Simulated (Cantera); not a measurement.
A perfectly stirred reactor is fed with 99.7 % N2O, 0.289 % N2, at 0.300 bar; it is held at 1200 K, and followed from long to short residence time.

Computed with Cantera and GRI-Mech 3.0 (53 species, 325 reactions). GRI-Mech 3.0 was tuned for natural gas; its chemistry of N2O as a main component is partial and can be far from experiment. The mechanism lacks the step 2 NO + O2 → 2 NO2, which can matter for NO2 below about 1400 K. The temperature is held fixed by assumption; the heat of reaction is taken as removed at once.

x: mole fraction; the columns are a selection and need not sum to one.

```csv
τ (s),x N2O,x NO,x O,x N2,x NO2,x O2
10,0.289,0.0437,1.43e-6,0.453,(withheld),0.214
4.3,0.473,0.0344,1.60e-6,0.335,(withheld),0.158
1.9,0.663,0.0226,1.70e-6,0.214,(withheld),0.100
0.80,0.820,0.0122,1.76e-6,0.115,(withheld),0.0528
0.34,0.913,0.00584,1.78e-6,0.0561,(withheld),0.0251
0.15,0.958,0.00272,1.79e-6,0.0276,(withheld),0.0117
0.063,0.980,0.00117,1.80e-6,0.0135,(withheld),0.00502
0.027,0.990,0.000509,1.80e-6,0.00749,(withheld),0.00217
0.012,0.994,0.000227,1.80e-6,0.00494,(withheld),0.000969
0.0050,0.996,9.46e-5,1.79e-6,0.00375,(withheld),0.000404
0.0021,0.997,3.96e-5,1.78e-6,0.00325,(withheld),0.000169
```

Complete the blanks.


- 10, x NO2: 0.000152
- 4.3, x NO2: 0.000117
- 1.9, x NO2: 7.53e-5
- 0.80, x NO2: 3.90e-5
- 0.34, x NO2: 1.74e-5
- 0.15, x NO2: 7.11e-6
- 0.063, x NO2: 2.35e-6
- 0.027, x NO2: 6.60e-7
- 0.012, x NO2: 1.67e-7
- 0.0050, x NO2: 3.31e-8
- 0.0021, x NO2: 6.16e-9
